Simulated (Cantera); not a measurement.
A closed system holds: 1 mol SiH₂Cl₂, 0.013 mol C₂H₂, 280 mol H₂, 0.017 mol C₂H₄, at 1623 K and 6.50 mbar.

These are equilibrium values from Cantera (NASA tables, ideal gas, pure condensed phases), not measurements of a reactor. Candidate condensed phases: C, C₆H₆, C₇H₈, C₈H₁₈, Si, SiC; 109 gas species. Mutual solubility and eutectic melting of coexisting phases are not modelled. Kinetics and transport are ignored.

Base state: H₂ 0.992, HCl 0.00676, H 0.000854, SiCl₂ 0.000161, Si 2.41e-5 (mole fractions); condensed: Si(s) + SiC(s).

### Question
What changes in the equilibrium state with this change: temperature from 1623 K to 2348 K?

### Answer
```csv
species,before,after
H₂,0.992,0.849
H,0.000854,0.141
HCl,0.00676,0.00585
Si,2.41e-5,0.00316
C₂H₂ (acetylene),4.46e-9,8.58e-5
SiCl₂,0.000161,9.86e-7
"Si(s), mol",0.884,0
"SiC(s), mol",0.0599,0
```
The tables' values for SiCl are old estimates; treat these amounts as uncertain.
